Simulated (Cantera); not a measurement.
A closed system holds: 1 mol Al(CH3)3, 0.56 mol N2O, 17 mol N2, at 1.00 bar.

These are equilibrium values from Cantera (NASA tables, ideal gas, pure condensed phases), not measurements of a reactor. Candidate condensed phases: Al, AlN, Al2O3, C, C6H6, C7H8, C8H18, H2O; 148 gas species. The feed counts by its element totals alone. The numbers say what is thermodynamically allowed, not how fast it happens.

Over these rows the condensed part is AlN(s) + C(graphite). Partial pressures as log10 of bar:

| T (K) | 1000/T (1/K) | log p Al | log p N2 | log p H2 | log p CO |
|---|---|---|---|---|---|
| 1700 | 0.5882 | -7.55 | -0.11 | -0.69 | -1.60 |
| 1775 | 0.5634 | -6.72 | -0.11 | -0.69 | -1.60 |
| 1850 | 0.5405 | -5.97 | -0.11 | -0.70 | -1.60 |
| 1925 | 0.5195 | -5.27 | -0.11 | -0.70 | -1.60 |
| 2000 | 0.5000 | -4.63 | -0.11 | -0.70 | -1.60 |
| 2075 | 0.4819 | ? | -0.12 | -0.70 | -1.60 |

Task: Fit log p(Al) = a + b·(1000/T) to the five rows, give the apparent enthalpy, and predict the row at 2075 K.

Result: Means: 1000/T = 0.5423, log p = -6.028. Sxy = -0.160983, Sxx = 0.0048644, so b = -33.09 and a = -6.028 − (-33.09)×0.5423 = 11.92.
Apparent enthalpy: −19.145 × (-33.09) = 634 kJ/mol. With the condensed phases at unit activity, AlN(s) = Al(g) + 1/2 N2(g) links this pressure to the main gases: over the six rows their terms move log p by +0.00 in all, so the slope is close to that reaction's ΔH°. The five rows lie within 0.01 of the line.
Prediction at 2075 K: 11.92 + (-33.09)×0.4819 = -4.03. The computed value is -4.04, 0.01 from the line.
